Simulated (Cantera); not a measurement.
A closed system holds: 1 mol SiCl₄, 2.9 mol Cl₂, 2.6 mol H₂, equilibrated at 1450 K and 1.00 bar.

These are equilibrium values from Cantera (NASA tables, ideal gas, pure condensed phases), not measurements of a reactor. Candidate condensed phases: Si; 19 gas species. The tables' values for SiCl₃ are old estimates; treat these amounts as uncertain. Equilibrium is a limit: real reactors are often held back by kinetics, nucleation or transport.

Question: What is the equilibrium state?

Answer: 
- x(HCl): 0.797
- x(SiCl₄): 0.153
- x(Cl₂): 0.0418
- x(Cl): 0.00843
- x(SiCl₃): 1.10e-5
- gas amount: 6.528 mol
- log10 activity of Si(s) (absent): -15.11
